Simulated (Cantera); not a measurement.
Input: 1 mol HBr, 0.26 mol H₂O, 2.8 mol H₂, at 3275 K and 14.0 mbar.

Equilibrium computed with Cantera from the NASA thermochemical tables; the gas is ideal and each condensed phase is pure. Candidate condensed phases: Br₂, H₂O; 12 gas species. The numbers say what is thermodynamically allowed, not how fast it happens.

Base state: H 0.768, Br 0.126, H₂ 0.0703, O 0.0279, OH 0.00430, HBr 0.00250, H₂O 0.000976, O₂ 0.000151 (mole fractions); condensed: gas only.

**Question.** What changes in the equilibrium state with this change: temperature from 3275 K to 2025 K?

**Answer.** 
```json
[
 {"species": "H₂", "before": "0.0703", "after": "0.690"},
 {"species": "HBr", "before": "0.00250", "after": "0.162"},
 {"species": "Br", "before": "0.126", "after": "0.0732"},
 {"species": "H", "before": "0.768", "after": "0.0135"},
 {"species": "O", "before": "0.0279", "after": "1.78e-6"},
 {"species": "H₂O", "before": "0.000976", "after": "0.0611"},
 {"species": "O₂", "before": "0.000151", "after": "6.79e-8"},
 {"species": "Br₂", "before": "3.70e-7", "after": "1.30e-5"},
 {"species": "OH", "before": "0.00430", "after": "0.000125"}
]
```
